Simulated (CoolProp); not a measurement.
Aqueous potassium carbonate as a coolant, at 3 °C, 1 atm.

The numbers come from the Melinder's fits for secondary coolants in CoolProp.

```tsv
mass %	freezing point (°C)	cp (kJ/(kg K))	conductivity (W/(m K))	Prandtl number	density (kg/m³)
3	-0.9	3.999	0.566	12.0	1029
6.5	-2.2	3.815	0.564	12.3	1062
10	-3.6	3.665	0.561	12.8	1096
13.5	-5.2	3.528	0.557	13.5	1130
17	-7.0	3.396	0.554	14.3	1166
20.5	-9.1	3.264	0.550	15.5	1202
24	-11.9	3.134	0.547	17.0	1240
27.5	-15.5	3.011	0.544	19.1	1278
31	-20.0	2.901	0.540	22.0	1318
```
